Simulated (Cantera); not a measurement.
What does this Cantera script print?

```python
import numpy as np
import cantera as ct

gas_names = """
    Mg MgN MgO MgS Mg2 N NO NO2 NO3 N2 N2O O O2 O3 S SN SO SO2 SO3 S2 S2O S8
""".split()
cond_names = """
    Mg(cr) Mg(L) MgO(s) MgO(L) MgS(s) MgSO4(s) MgSO4(L) S(cr1) S(cr2) S(L)
""".split()


def load(file, names, dense=False):
    # The tables refer to 1 bar. Condensed volumes are neglected.
    table = {s.name: s for s in ct.Species.list_from_file(file)}
    out = []
    for n in names:
        d = dict(table[n].input_data)
        d["thermo"] = dict(d["thermo"], **{"reference-pressure": 1e5})
        if dense:
            d["equation-of-state"] = {"model": "constant-volume", "density": "1e6 g/cm^3"}
        out.append(ct.Species.from_dict(d))
    return out


gas = ct.Solution(thermo="ideal-gas", species=load("nasa_gas.yaml", gas_names))
cond = {s.name: ct.Solution(thermo="fixed-stoichiometry", species=[s], name=s.name)
        for s in load("nasa_condensed.yaml", cond_names, dense=True)}
atoms = {
    'MgO': {'Mg': 1, 'O': 1},
    'SO3': {'S': 1, 'O': 3},
    'N2': {'N': 2},
}
top_T = {'MgS(s)': 2250}  # K; cautious upper limits of use, not melting points


def equilibrate(T, P, feed):
    n = {}
    for name, mol in feed.items():
        for a, k in atoms[name].items():
            n[a] = n.get(a, 0.0) + k * mol
    gas.TPX = T, P, n
    mass = sum(n.values()) * gas.mean_molecular_weight
    gas.equilibrate("TP")
    valid = [c for c in cond.values() if c.min_temp <= T <= top_T.get(c.name, c.max_temp)]
    mix = ct.Mixture([(gas, mass / gas.mean_molecular_weight)] + [(c, 0.0) for c in valid])
    mix.T, mix.P = T, P
    mix.equilibrate("TP", solver="vcs", rtol=1e-11, max_steps=5000)
    return mix


results = []
feed = {'MgO': 1, 'SO3': 2.9, 'N2': 8.3}  # mol
P = 4500  # Pa
for T in [1198, 1273, 1348, 1423, 1498, 1573, 1648, 1723, 1798, 1873, 1948]:
    mix = equilibrate(T, P, feed)
    results.append((T, P, feed, dict(zip(mix.species_names, mix.species_moles))))
    x = sorted(zip(gas.X, gas.species_names), reverse=True)
    print(f"T = {T:g} K  P = {P:g} Pa  gas = {mix.phase_moles(0):.4g} mol")
    print("   x: " + "  ".join(f"{s} {v:.3e}" for v, s in x if v > 0.0001))
    print("   condensed (mol): " + ("  ".join(f"{mix.phase(i).name} {mix.phase_moles(i):.4g}"
          for i in range(1, mix.n_phases) if mix.phase_moles(i) > 1e-12) or "none"))
```

It prints:

```
T = 1198 K  P = 4500 Pa  gas = 12.62 mol
   x: N2 6.574e-01  SO2 2.255e-01  O2 1.127e-01  SO3 4.197e-03  NO 1.289e-04
   condensed (mol): MgO(s) 1
T = 1273 K  P = 4500 Pa  gas = 12.63 mol
   x: N2 6.568e-01  SO2 2.271e-01  O2 1.135e-01  SO3 2.394e-03  NO 2.220e-04
   condensed (mol): MgO(s) 1
T = 1348 K  P = 4500 Pa  gas = 12.64 mol
   x: N2 6.564e-01  SO2 2.280e-01  O2 1.138e-01  SO3 1.450e-03  NO 3.595e-04
   condensed (mol): MgO(s) 1
T = 1423 K  P = 4500 Pa  gas = 12.64 mol
   x: N2 6.562e-01  SO2 2.284e-01  O2 1.139e-01  SO3 9.258e-04  NO 5.530e-04
   condensed (mol): MgO(s) 1
T = 1498 K  P = 4500 Pa  gas = 12.65 mol
   x: N2 6.559e-01  SO2 2.287e-01  O2 1.139e-01  NO 8.143e-04  SO3 6.183e-04
   condensed (mol): MgO(s) 1
T = 1573 K  P = 4500 Pa  gas = 12.65 mol
   x: N2 6.557e-01  SO2 2.289e-01  O2 1.138e-01  NO 1.155e-03  SO3 4.293e-04
   condensed (mol): MgO(s) 1
T = 1648 K  P = 4500 Pa  gas = 12.65 mol
   x: N2 6.554e-01  SO2 2.290e-01  O2 1.137e-01  NO 1.587e-03  SO3 3.083e-04
   condensed (mol): MgO(s) 1
T = 1723 K  P = 4500 Pa  gas = 12.65 mol
   x: N2 6.551e-01  SO2 2.290e-01  O2 1.134e-01  NO 2.119e-03  SO3 2.280e-04
   condensed (mol): MgO(s) 1
T = 1798 K  P = 4500 Pa  gas = 12.65 mol
   x: N2 6.547e-01  SO2 2.290e-01  O2 1.131e-01  NO 2.761e-03  O 1.893e-04  SO3 1.730e-04
   condensed (mol): MgO(s) 1
T = 1873 K  P = 4500 Pa  gas = 12.65 mol
   x: N2 6.542e-01  SO2 2.289e-01  O2 1.127e-01  NO 3.520e-03  O 3.740e-04  SO 1.397e-04  SO3 1.341e-04
   condensed (mol): MgO(s) 1
T = 1948 K  P = 4500 Pa  gas = 12.66 mol
   x: N2 6.536e-01  SO2 2.287e-01  O2 1.121e-01  NO 4.401e-03  O 7.011e-04  SO 2.948e-04  SO3 1.060e-04
   condensed (mol): MgO(s) 1
```

These are equilibrium values from Cantera (NASA tables, ideal gas, pure condensed phases), not measurements of a reactor.
